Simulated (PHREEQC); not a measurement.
A solution holds 0.02 mol/kgw HF, 0.00011 mol/kgw KF and 6.1e-05 mol/kgw H2SiF6, at 25 °C. Closed to the air; pH follows from the charge balance.

Equilibrium calculation in PHREEQC: ion-association model, phreeqc.dat.

| quantity | before | after |
|---|---|---|
| pH | 2.47 | 2.45 |
| ionic strength (mol/kgw) | 0.00380 | 0.0324 |
| HF (mol/kgw) | 0.0163 | 0.0159 |
| F- (mol/kgw) | 0.00341 | 0.00360 |
| HF2- (mol/kgw) | 0.000213 | 0.000219 |

Question: Name the change that produced these shifts.
(A) 0.0097 mol/kgw Cd(NO3)2 added
(B) 0.0021 mol/kgw KBr added
(C) H2SiF6 replaced by NaHF2 at the same molality
(D) diluted 100-fold with water

Answer: A, 0.0097 mol/kgw Cd(NO3)2 added

This is a speciation only: nothing precipitates in the calculation. SiF6-2 is the database's only silicon fluoride.
